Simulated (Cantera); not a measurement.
A perfectly stirred reactor is fed with CH₄ : O₂ : N₂ = 1 : 1.67 : 6.27 (molar parts), equivalence ratio 1.2, at 0.300 bar; it is adiabatic with a 500 K inlet, and is followed from long to short residence time, starting on the burning branch (τ in s: 0.031, 0.015, 0.0079, 0.004, 0.002, 0.001, 0.00052, 0.00026, 0.00013, 6.8e-05, 3.5e-05, 1.8e-05, 8.9e-06).

Model: GRI-Mech 3.0 (53 species, 325 reactions), integrated in Cantera.

**Question.** Predict: blow-out, bracketed by the residence times tried; x(CH₄) at τ = 31.0 ms; x(O₂) at τ = 31.0 ms; x(CH₂O) at τ = 31.0 ms; x(H) at τ = 31.0 ms; x(NO) at τ = 31.0 ms; x(CH₄) at τ = 0.520 ms; x(O₂) at τ = 0.520 ms; x(CH₂O) at τ = 0.520 ms; x(H) at τ = 0.520 ms; x(NO) at τ = 0.520 ms.

**Answer.** 
| Item | Result |
|---|---|
| blow-out, bracketed by the residence times tried | burning at 0.260 ms, out at 0.130 ms |
| x(CH₄) at τ = 31.0 ms | 1.61e-5 |
| x(O₂) at τ = 31.0 ms | 0.00252 |
| x(CH₂O) at τ = 31.0 ms | 1.98e-6 |
| x(H) at τ = 31.0 ms | 0.00640 |
| x(NO) at τ = 31.0 ms | 0.000471 |
| x(CH₄) at τ = 0.520 ms | 0.000531 |
| x(O₂) at τ = 0.520 ms | 0.0114 |
| x(CH₂O) at τ = 0.520 ms | 5.29e-5 |
| x(H) at τ = 0.520 ms | 0.0151 |
| x(NO) at τ = 0.520 ms | 0.000108 |
